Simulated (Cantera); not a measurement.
What does this Cantera script print?

```python
import numpy as np
import cantera as ct

gas = ct.Solution("gri30.yaml", transport_model="multicomponent")
show = ['OH', 'O', 'NO']

rows = []
print(f"{'T/K':>7s}{'rho':>11s}{'cp':>10s}{'mu':>11s}{'lambda':>11s}{'Pr':>7s}" + "".join(f"{'D_' + s:>11s}" for s in show))
for T in [400, 650, 900, 1150, 1400, 1650, 1900, 2150, 2400]:
    gas.TPX = T, 2100, {'NO': 0.83, 'N2O': 0.56}
    Pr = gas.cp_mass * gas.viscosity / gas.thermal_conductivity
    D = [gas.mix_diff_coeffs_mole[gas.species_index(s)] for s in show]
    rows.append([gas.density, gas.cp_mass, gas.viscosity, gas.thermal_conductivity, Pr, *D])
    print(f"{T:7g}{gas.density:11.4e}{gas.cp_mass:10.1f}{gas.viscosity:11.4e}"
          f"{gas.thermal_conductivity:11.4e}{Pr:7.3f}" + "".join(f"{d:11.4e}" for d in D))
print("SI units: kg/m3, J/kg/K, Pa s, W/m/K, m2/s")
```

Output:

```
    T/K        rho        cp         mu     lambda     Pr       D_OH        D_O       D_NO
    400 2.2510e-02     984.5 2.1404e-05 2.9301e-02  0.719 2.2586e-03 2.3062e-03 1.2461e-03
    650 1.3852e-02    1090.3 3.0878e-05 4.6481e-02  0.724 5.1933e-03 5.3027e-03 2.9165e-03
    900 1.0004e-02    1170.0 3.8809e-05 6.2583e-02  0.726 8.9829e-03 9.1721e-03 5.0806e-03
   1150 7.8295e-03    1218.8 4.5832e-05 7.7003e-02  0.725 1.3530e-02 1.3815e-02 7.6783e-03
   1400 6.4314e-03    1253.5 5.2243e-05 9.0325e-02  0.725 1.8770e-02 1.9165e-02 1.0672e-02
   1650 5.4569e-03    1280.4 5.8209e-05 1.0285e-01  0.725 2.4658e-02 2.5177e-02 1.4034e-02
   1900 4.7389e-03    1300.7 6.3832e-05 1.1465e-01  0.724 3.1158e-02 3.1815e-02 1.7744e-02
   2150 4.1879e-03    1316.0 6.9183e-05 1.2579e-01  0.724 3.8242e-02 3.9048e-02 2.1787e-02
   2400 3.7517e-03    1327.2 7.4309e-05 1.3635e-01  0.723 4.5886e-02 4.6852e-02 2.6149e-02
SI units: kg/m3, J/kg/K, Pa s, W/m/K, m2/s
```

Computed with Cantera and GRI-Mech 3.0 (53 species, 325 reactions). The composition is frozen, though it would react at the higher temperatures.
